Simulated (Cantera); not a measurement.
Cantera with NASA thermochemical tables; ideal gases at 1 bar, condensed phases pure. Values are per mole of reaction as written; species without (g) are pure solids or liquids, kept so even where they would boil at 1 bar.

Between 448 and 573 K, where is each reaction favourable under standard conditions?
- Ti₂O₃ + 4 TiCl₃ → 3 TiO(g) + 3 TiCl₄(g)
- 2 Ti₃O₅ + 9 Cl₂(g) → 6 TiCl₃(g) + 5 O₂(g)
- 4 Cl(g) + Ti → TiCl₄(g)


- Ti₂O₃ + 4 TiCl₃ → 3 TiO(g) + 3 TiCl₄(g): ΔG° is 1779 kJ at 448 K and 1646 kJ at 573 K; it stays positive (K < 1). ΔH° is 2249 kJ and ΔS° 1053 J/K at 573 K.
- 2 Ti₃O₅ + 9 Cl₂(g) → 6 TiCl₃(g) + 5 O₂(g): ΔG° is 1388 kJ at 448 K and 1316 kJ at 573 K; it stays positive (K < 1). ΔH° is 1642 kJ and ΔS° 568 J/K at 573 K.
- 4 Cl(g) + Ti → TiCl₄(g): ΔG° is -1097 kJ at 448 K and -1054 kJ at 573 K; it stays negative (K > 1). ΔH° is -1253 kJ and ΔS° -347 J/K at 573 K.
